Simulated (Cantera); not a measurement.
Stirred combustor or abatement burner

A perfectly stirred reactor is fed with H2 : O2 : N2 : H2O = 1 : 0.385 : 1.45 : 0.18 (molar parts), equivalence ratio 1.3, at 1.01 bar; it is adiabatic with a 775 K inlet, and is followed from long to short residence time, starting on the burning branch (τ in s: 0.14, 0.049, 0.017, 0.0061, 0.0021, 0.00075, 0.00026, 9.2e-05, 3.2e-05).

Detailed kinetics in Cantera: GRI-Mech 3.0 (53 species, 325 reactions).

```csv
τ (s),T (K),x H2,x O2,x H2O,x OH,x NO,x HO2,x H
0.14,2495,0.0885,0.000582,0.350,0.00622,0.000938,3.28e-7,0.00766
0.049,2491,0.0885,0.000651,0.349,0.00651,0.000878,3.67e-7,0.00807
0.017,2477,0.0885,0.000841,0.348,0.00723,0.000740,4.76e-7,0.00914
0.0061,2448,0.0888,0.00130,0.344,0.00868,0.000522,7.36e-7,0.0115
0.0021,2386,0.0897,0.00235,0.337,0.0111,0.000286,1.32e-6,0.0164
0.00075,2284,0.0911,0.00429,0.327,0.0139,0.000136,2.40e-6,0.0245
0.00026,2131,0.0928,0.00743,0.312,0.0158,6.56e-5,4.44e-6,0.0373
9.2e-5,1943,0.0940,0.0117,0.296,0.0157,3.80e-5,8.03e-6,0.0542
3.2e-5,1728,0.0965,0.0180,0.278,0.0131,1.99e-5,1.50e-5,0.0731
```
x: mole fraction; the columns are a selection and need not sum to one.
